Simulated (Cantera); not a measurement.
Feed: 1 mol AlN, 1.8 mol O₂, 19 mol N₂, held at 0.0323 Torr.

Method: chemical equilibrium by Gibbs-energy minimisation in Cantera with the NASA 1993 tables (ideal gas, pure condensed phases). Candidate condensed phases: Al, AlN, Al₂O₃; 16 gas species. Equilibrium is a limit: real reactors are often held back by kinetics, nucleation or transport.

log p: log10 of the partial pressure in bar; n: condensed amount in mol.

```json
[
 {"T (K)": "823", "log p N₂": "-4.39", "log p O₂": "-5.66", "log p O": "-15.47", "log p NO": "-10.16", "log p AlO": "<-16", "n Al₂O₃(s)": "0.500"},
 {"T (K)": "923", "log p N₂": "-4.39", "log p O₂": "-5.66", "log p O": "?", "log p NO": "?", "log p AlO": "<-16", "n Al₂O₃(s)": "0.500"},
 {"T (K)": "1023", "log p N₂": "-4.39", "log p O₂": "-5.66", "log p O": "-12.34", "log p NO": "-9.03", "log p AlO": "<-16", "n Al₂O₃(s)": "0.500"},
 {"T (K)": "1123", "log p N₂": "-4.39", "log p O₂": "-5.66", "log p O": "-11.19", "log p NO": "-8.61", "log p AlO": "<-16", "n Al₂O₃(s)": "0.500"},
 {"T (K)": "1223", "log p N₂": "-4.39", "log p O₂": "-5.66", "log p O": "-10.22", "log p NO": "-8.27", "log p AlO": "<-16", "n Al₂O₃(s)": "0.500"},
 {"T (K)": "1323", "log p N₂": "-4.39", "log p O₂": "-5.66", "log p O": "-9.40", "log p NO": "-7.97", "log p AlO": "<-16", "n Al₂O₃(s)": "0.500"},
 {"T (K)": "1423", "log p N₂": "-4.39", "log p O₂": "-5.66", "log p O": "?", "log p NO": "?", "log p AlO": "<-16", "n Al₂O₃(s)": "0.500"},
 {"T (K)": "1523", "log p N₂": "-4.39", "log p O₂": "-5.66", "log p O": "-8.09", "log p NO": "-7.50", "log p AlO": "<-16", "n Al₂O₃(s)": "0.500"},
 {"T (K)": "1623", "log p N₂": "-4.39", "log p O₂": "-5.67", "log p O": "-7.55", "log p NO": "-7.31", "log p AlO": "-15.46", "n Al₂O₃(s)": "0.500"},
 {"T (K)": "1723", "log p N₂": "-4.39", "log p O₂": "-5.67", "log p O": "-7.08", "log p NO": "-7.14", "log p AlO": "-13.81", "n Al₂O₃(s)": "0.500"},
 {"T (K)": "1823", "log p N₂": "-4.39", "log p O₂": "-5.69", "log p O": "-6.67", "log p NO": "-7.00", "log p AlO": "-12.33", "n Al₂O₃(s)": "0.500"},
 {"T (K)": "1923", "log p N₂": "-4.39", "log p O₂": "-5.73", "log p O": "-6.31", "log p NO": "-6.88", "log p AlO": "-11.01", "n Al₂O₃(s)": "0.500"}
]
```

Question: Complete the blanks.

Answer: 
- 923, log p O: -13.73
- 923, log p NO: -9.54
- 1423, log p O: -8.70
- 1423, log p NO: -7.72
